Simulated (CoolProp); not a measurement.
Vapour-liquid equilibrium of R134a (1) + R1234ze(E) (2) at 86.9 kPa; x and y are mole fractions of (1).

The numbers come from the multi-fluid Helmholtz-energy mixture model, Tillner-Roth 1994 and Thol 2016; pair parameters Bell 2022 in CoolProp.

```csv
x,"bubble temperature, mixture model (K)","bubble temperature, Raoult's law (K)","y, mixture model","y, Raoult's law"
0.05,249.9,250.3,0.080,0.067
0.2,248.1,249.1,0.277,0.256
0.35,246.8,248.0,0.435,0.426
0.5,245.8,246.9,0.573,0.579
0.65,245.0,245.9,0.701,0.719
0.8,244.4,245.0,0.828,0.847
0.95,243.9,244.1,0.956,0.963
```

The largest gap from Raoult's law is -1.2 K in bubble temperature, at x = 0.35. No azeotrope shows between x = 0.05 and 0.95.

The pair parameters rest on a limited set of measurements; away from them the model extrapolates.
